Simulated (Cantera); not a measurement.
Input (Python, Cantera) and output of one run.

```python
import numpy as np
import cantera as ct

gas_names = """
    CL CL2 N N2 Si SiCL SiCL2 SiCL3 SiCL4 SiN Si2 Si2N Si3
""".split()
cond_names = """
    Si(cr) Si(L) Si3N4(a)
""".split()


# ... load() reads the species with a 1 bar reference pressure and builds the phases ...
atoms = {
    'Si3N4': {'Si': 3, 'N': 4},
    'Cl2': {'CL': 2},
    'N2': {'N': 2},
}
top_T = {'Si3N4(a)': 2400}  # K; cautious upper limits of use, not melting points


# ... equilibrate(T, P, feed) seeds the gas with the atoms and calls Mixture.equilibrate('TP', solver="vcs", rtol=1e-11, max_steps=5000) ...
results = []
feed = {'Si3N4': 1, 'Cl2': 30, 'N2': 51}  # mol
P = 1000  # Pa
for T in [898, 973, 1048, 1123, 1198, 1273, 1348, 1423, 1498, 1573, 1648, 1723, 1798]:
    mix = equilibrate(T, P, feed)
    results.append((T, P, feed, dict(zip(mix.species_names, mix.species_moles))))

top = {s: max(r[3][s] / sum(r[3][g] for g in gas_names) for r in results) for s in gas_names}
cols = sorted((s for s in top if top[s] > 0.0001), key=lambda s: -top[s])[:9]
seen = [c for c in cond_names if any(r[3].get(c, 0) > 1e-12 for r in results)]
print("log10 of partial pressures in bar; condensed amounts in mol")
print(f"{'T/K':>10s}" + "".join(f"{s[:9]:>10s}" for s in cols + seen))
for T, P, feed, n in results:
    ng = sum(n[g] for g in gas_names)
    print(f"{T:10.4g}" + "".join(f"{np.log10(max(n[s] / ng * P / 1e5, 1e-99)):10.3f}" for s in cols)
          + "".join(f"{n.get(c, 0):10.4g}" for c in seen))
```

Result:

```
log10 of partial pressures in bar; condensed amounts in mol
       T/K        N2        CL       CL2     SiCL4     SiCL3     SiCL2
       898    -2.179    -5.409    -2.523    -3.426   -12.938   -20.766
       973    -2.179    -4.853    -2.524    -3.426   -11.730   -18.577
      1048    -2.180    -4.376    -2.527    -3.427   -10.696   -16.702
      1123    -2.181    -3.965    -2.533    -3.428    -9.800   -15.078
      1198    -2.184    -3.608    -2.547    -3.431    -9.016   -13.653
      1273    -2.190    -3.300    -2.573    -3.437    -8.321   -12.388
      1348    -2.199    -3.037    -2.619    -3.446    -7.697   -11.246
      1423    -2.213    -2.819    -2.696    -3.460    -7.127   -10.196
      1498    -2.231    -2.646    -2.814    -3.478    -6.596    -9.210
      1573    -2.250    -2.521    -2.982    -3.498    -6.090    -8.262
      1648    -2.266    -2.438    -3.199    -3.517    -5.599    -7.338
      1723    -2.278    -2.390    -3.451    -3.537    -5.127    -6.444
      1798    -2.286    -2.363    -3.717    -3.568    -4.690    -5.604
```

Method: chemical equilibrium by Gibbs-energy minimisation in Cantera with the NASA 1993 tables (ideal gas, pure condensed phases). The tables' values for SiCl3 are old estimates; treat these amounts as uncertain.
